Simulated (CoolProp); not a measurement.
A closed Brayton cycle with dry air: compressor inlet 308.15 K and 5.4 MPa, high pressure 16.9 MPa, turbine inlet 625 K, compressor efficiency 0.89, turbine efficiency 0.93, recuperator effectiveness 0.95 (on enthalpy, no pinch check). Each further row changes one setting.

The numbers come from the reference Helmholtz-energy equation of state, Lemmon 2000 in CoolProp. It is a pseudo-pure fit of the blend.

```csv
case,thermal efficiency (%),net work (kJ/kg),compressor to turbine work,compressor exit (K),turbine exit (K)
as stated,18.0,31.8,0.81,443.4,466.1
turbine inlet 575 K,12.3,17.8,0.89,443.4,427.4
compressor inlet 318.15 K,15.4,27.0,0.84,457.5,466.1
high pressure 14.4 MPa,21.2,33.5,0.77,421.8,485.9
recuperator effectiveness 0.5,17.0,31.8,0.81,443.4,466.1
```
